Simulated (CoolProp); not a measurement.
Saturation properties of CHF3 (R23).

Computed with CoolProp (reference Helmholtz-energy equation of state, Penoncello 2003).

| T (°C) | p (bar) | vapour density (kg/m³) | liquid viscosity (µPa s) | liquid conductivity (mW/(m K)) |
|---|---|---|---|---|
| -138.25 | 0.007555 | 0.04726 | 1090 | 217 |
| -132.75 | 0.01497 | 0.09009 | 917 | 204 |
| -127.15 | 0.02826 | 0.1638 | 781 | 193 |
| -121.55 | 0.05052 | 0.2825 | 674 | 183 |
| -115.95 | 0.08608 | 0.4654 | 588 | 174 |
| -110.35 | 0.1405 | 0.7361 | 518 | 166 |
| -104.75 | 0.2209 | 1.123 | 461 | 159 |
| -99.15 | 0.3357 | 1.660 | 412 | 152 |
| -93.65 | 0.4916 | 2.370 | 372 | 146 |

It boils at -82.0 °C under 1 atm.

Viscosity comes from a separate model (Shan 2000). Thermal conductivity comes from a separate model (Shan 2000).
